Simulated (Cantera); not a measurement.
Feed: 1 mol Fe2O3, 8.2 mol HCl, 10 mol H2, equilibrated at 950 K.

Cantera equilibrium calculation (NASA polynomials, part measured and part estimated; ideal gas, pure solids and liquids). Candidate condensed phases: Fe, FeCl2, FeCl3, FeO, Fe(OH)2, Fe(OH)3, Fe2O3, Fe3O4, H2O; 22 gas species. The tables' stoichiometric FeO is somewhat more stable than real wüstite, so its field is too wide. FeO: taken at fixed stoichiometry. Kinetics and transport are ignored.

log p: log10 of the partial pressure in bar; n: condensed amount in mol.

```tsv
P (Pa)	log p H2	log p HCl	log p H2O	log p FeCl2	log p Fe2Cl4	log p FeCl3	log p H	n FeO(s)	n FeCl2(s)
1	-5.31	-5.42	-6.05	-6.46	-11.47	-12.00	-11.91	1.37	0
10	-4.31	-4.42	-5.05	-5.46	-9.47	-10.50	-11.41	1.37	0
100	(withheld)	(withheld)	(withheld)	(withheld)	(withheld)	(withheld)	(withheld)	1.37	0
1000	(withheld)	(withheld)	(withheld)	(withheld)	(withheld)	(withheld)	(withheld)	1.37	0
10000	-1.30	-1.42	-2.03	-2.49	-3.54	-6.04	-9.91	1.31	0
100000	-0.26	-0.58	-0.75	-2.09	-2.72	-5.31	-9.39	0.0624	1.74
```

### Question
What belongs in the gaps?

### Answer

- 100, log p H2: -3.31
- 100, log p HCl: -3.42
- 100, log p H2O: -4.05
- 100, log p FeCl2: -4.46
- 100, log p Fe2Cl4: -7.48
- 100, log p FeCl3: -9.00
- 100, log p H: -10.91
- 1000, log p H2: -2.31
- 1000, log p HCl: -2.42
- 1000, log p H2O: -3.05
- 1000, log p FeCl2: -3.47
- 1000, log p Fe2Cl4: -5.48
- 1000, log p FeCl3: -7.50
- 1000, log p H: -10.41
